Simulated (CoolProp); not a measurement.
Saturation properties of sulfur hexafluoride (Tc = 318.7 K, pc = 3.755 MPa, ω = 0.210).

Values from CoolProp's reference Helmholtz-energy equation of state, Guder 2009.

```
T (K)  p (MPa)  vapour Z  liquid viscosity (µPa s)
-----  -------  --------  ------------------------
241.5   0.4644    0.8853                       313
245.5   0.5343    0.8734                       293
249.6   0.6138    0.8605                       275
253.7   0.7017    0.8467                       257
257.7   0.7962    0.8323                       240
261.8   0.9025    0.8167                       224
265.8    1.016    0.8005                       209
269.9    1.143    0.7828                       195
```

Viscosity comes from a separate model (Quiñones-Cisneros 2012).
